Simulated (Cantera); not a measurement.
What does this Cantera script print?

```python
import numpy as np
import cantera as ct

gas = ct.Solution("h2o2.yaml")
gas.TPX = 1373, 1333, {'H2': 0.44, 'O2': 1}
reactor = ct.IdealGasConstPressureReactor(gas, energy="off", clone=False)
net = ct.ReactorNet([reactor])
net.rtol, net.atol = 1e-08, 1e-18
show = ['H2', 'O2', 'HO2', 'H', 'H2O2', 'H2O', 'O']
times = np.geomspace(6e-06, 90, 15)

steps = ct.SolutionArray(gas, extra=["t"])
rows = []
print(f"{'t/s':>10s}{'T/K':>9s}{'P/Pa':>11s}" + "".join(f"{s:>11s}" for s in show))
for t in times:
    while net.time < t:
        t_next = net.step()
        steps.append(gas.state, t=t_next)
    rows.append([np.interp(t, steps.t, y) for y in (steps.T, steps.P, *steps(*show).X.T)])
    print(f"{t:10.3e}{rows[-1][0]:9.1f}{rows[-1][1]:11.4g}" + "".join(f"{x:11.3e}" for x in rows[-1][2:]))
rate = np.gradient(steps.T, steps.t)
print("integrator steps:", len(steps.t))
if steps.T.max() > steps.T[0] + 200:
    print(f"time of steepest temperature rise: {steps.t[rate.argmax()]:.4e} s")
gas.TPX = 1373, 1333, {'H2': 0.44, 'O2': 1}
gas.equilibrate("TP")
print(f"equilibrium (TP): T = {gas.T:.1f} K  " + "  ".join(f"{s} {gas[s].X[0]:.3e}" for s in show))
```

Result:

```
       t/s      T/K       P/Pa         H2         O2        HO2          H       H2O2        H2O          O
 6.000e-06   1373.0       1333  3.056e-01  6.944e-01  2.032e-08  1.899e-08  5.734e-12  4.123e-10  1.752e-09
 1.953e-05   1373.0       1333  3.056e-01  6.944e-01  6.613e-08  6.207e-08  6.048e-11  1.109e-08  1.525e-08
 6.358e-05   1373.0       1333  3.056e-01  6.944e-01  2.150e-07  3.586e-07  6.320e-10  2.941e-07  1.513e-07
 2.070e-04   1373.0       1333  3.055e-01  6.944e-01  7.156e-07  2.480e-05  6.454e-09  3.574e-05  1.161e-05
 6.737e-04   1373.0       1333  3.004e-02  5.343e-01  6.474e-06  1.129e-01  3.567e-07  2.079e-01  9.149e-02
 2.193e-03   1373.0       1333  2.004e-02  5.341e-01  6.793e-06  9.892e-02  3.219e-07  2.315e-01  9.476e-02
 7.139e-03   1373.0       1333  1.627e-02  5.624e-01  7.609e-06  6.405e-02  3.758e-07  2.682e-01  6.994e-02
 2.324e-02   1373.0       1333  6.466e-03  6.121e-01  7.822e-06  1.354e-02  3.850e-07  3.307e-01  2.454e-02
 7.564e-02   1373.0       1333  6.985e-04  6.356e-01  3.114e-06  4.523e-04  1.635e-07  3.565e-01  2.552e-03
 2.462e-01   1373.0       1333  6.725e-05  6.386e-01  5.218e-07  1.352e-05  4.542e-08  3.597e-01  2.458e-04
 8.016e-01   1373.0       1333  1.053e-05  6.391e-01  1.291e-07  8.437e-07  1.344e-08  3.603e-01  3.869e-05
 2.609e+00   1373.0       1333  2.468e-06  6.392e-01  9.198e-08  9.631e-08  4.841e-09  3.605e-01  9.100e-06
 8.493e+00   1373.0       1333  1.214e-06  6.393e-01  1.060e-07  3.332e-08  3.166e-09  3.605e-01  4.476e-06
 2.765e+01   1373.0       1333  1.165e-06  6.393e-01  1.073e-07  3.134e-08  3.101e-09  3.606e-01  4.295e-06
 9.000e+01   1373.0       1333  1.165e-06  6.393e-01  1.073e-07  3.134e-08  3.101e-09  3.606e-01  4.295e-06
integrator steps: 2075
equilibrium (TP): T = 1373.0 K  H2 1.165e-06  O2 6.393e-01  HO2 1.073e-07  H 3.134e-08  H2O2 3.101e-09  H2O 3.606e-01  O 4.295e-06
```

Model: the H2/O2 subset of GRI-Mech 3.0, which has no nitrogen chemistry, integrated in Cantera. Radical loss at walls, strong at low pressure, is not modelled. The temperature is held fixed by assumption; the heat of reaction is taken as removed at once.
